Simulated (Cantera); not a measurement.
## Gas-phase reforming

An isothermal, constant-pressure homogeneous reactor starts with 32.3 % CH₄, 67.7 % H₂O, at 2025 K and 4.93 atm.

Detailed kinetics in Cantera: GRI-Mech 3.0 (53 species, 325 reactions).

```tsv
t (s)	x CH₄	x H₂O	x CH₂O	x H	x CH₂CO	x CH₂
4.00e-5	0.134	0.576	1.00e-4	0.000355	0.000139	7.93e-6
0.000155	0.0595	0.515	3.42e-5	0.000476	0.000170	4.59e-6
0.000598	0.0271	0.443	1.23e-5	0.000568	0.000132	2.69e-6
0.00231	0.0179	0.340	4.70e-6	0.000619	5.63e-5	1.31e-6
0.00894	0.00850	0.242	1.35e-6	0.000656	1.08e-5	3.98e-7
0.0346	0.000901	0.204	3.13e-7	0.000669	2.46e-7	2.99e-8
0.134	1.96e-7	0.202	2.23e-7	0.000672	2.52e-11	6.31e-12
0.517	1.78e-7	0.202	2.23e-7	0.000672	2.29e-11	5.75e-12
2.00	1.78e-7	0.202	2.23e-7	0.000672	2.29e-11	5.75e-12
```
x: mole fraction; the columns are a selection and need not sum to one.

Equilibrium at this temperature and pressure: CH₄ 2.03e-7, H₂O 0.202, CH₂O 2.23e-7, H 0.000672, CH₂CO 2.62e-11, CH₂ 6.56e-12 (gas phase only).
